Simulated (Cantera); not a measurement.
Charge: 1 mol SiH4, 0.031 mol CH4, 18 mol H2, 0.033 mol C2H2, at 2225 K and 0.320 bar.

These are equilibrium values from Cantera (NASA tables, ideal gas, pure condensed phases), not measurements of a reactor. Candidate condensed phases: C, C6H6, C7H8, C8H18, Si, SiC; 87 gas species. Mutual solubility and eutectic melting of coexisting phases are not modelled. Gases not in the tables: Si2H6 and higher silanes. The numbers say what is thermodynamically allowed, not how fast it happens.

Base state: H2 0.986, H 0.0114, Si 0.00146, SiH 0.000347, SiH2 0.000330, Si2C 9.35e-5, C2H2 (acetylene) 3.87e-5, Si2 2.46e-5 (mole fractions); condensed: Si(l) + SiC(s).

Q: What changes in the equilibrium state with this change: SiH4 replaced by Si(CH3)4?

A: 
```json
[
 {"species": "H2", "before": "0.986", "after": "0.985"},
 {"species": "H", "before": "0.0114", "after": "0.0114"},
 {"species": "C2H2 (acetylene)", "before": "3.87e-5", "after": "0.00289"},
 {"species": "Si", "before": "0.00146", "after": "0.000169"},
 {"species": "Si2", "before": "2.46e-5", "after": "3.30e-7"},
 {"species": "SiH2", "before": "0.000330", "after": "3.82e-5"},
 {"species": "SiH", "before": "0.000347", "after": "4.01e-5"},
 {"species": "Si2C", "before": "9.35e-5", "after": "1.08e-5"},
 {"species": "Si(l), mol", "before": "0.858", "after": "0"},
 {"species": "SiC(s), mol", "before": "0.0932", "after": "0.993"},
 {"species": "C(graphite), mol", "before": "0", "after": "2.96"}
]
```
